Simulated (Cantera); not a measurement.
A perfectly stirred reactor is fed with H2 : O2 = 0.24 : 1 (molar parts), at 19.5 Torr; it is held at 1150 K, and followed from long to short residence time.

Model: the H2/O2 subset of GRI-Mech 3.0, which has no nitrogen chemistry, integrated in Cantera. Radical loss at walls, strong at low pressure, is not modelled. The temperature is held fixed by assumption; the heat of reaction is taken as removed at once.

```
quantity                 before    after
----------------------  -------  -------
x(H2) at τ = 12.0 s     9.10e-5  6.86e-5
x(O2) at τ = 12.0 s       0.785    0.785
x(HO2) at τ = 12.0 s    2.19e-6  8.53e-7
x(H2O2) at τ = 12.0 s   2.38e-7  5.65e-8
x(H2O) at τ = 12.0 s      0.214    0.213
x(H2) at τ = 57.0 ms    0.00258  0.00218
x(O2) at τ = 57.0 ms      0.778    0.769
x(HO2) at τ = 57.0 ms   1.60e-5  8.37e-6
x(H2O2) at τ = 57.0 ms  8.44e-7  3.16e-7
x(H2O) at τ = 57.0 ms     0.208    0.204
```

**Question.** Name the change that produced these shifts.
A. temperature 1150 to 1025 K
B. H2 0.24 to 0.071 parts
C. temperature 1150 to 1398 K
D. pressure from 19.5 Torr to 4.58 Torr

**Answer.** C, temperature 1150 to 1398 K
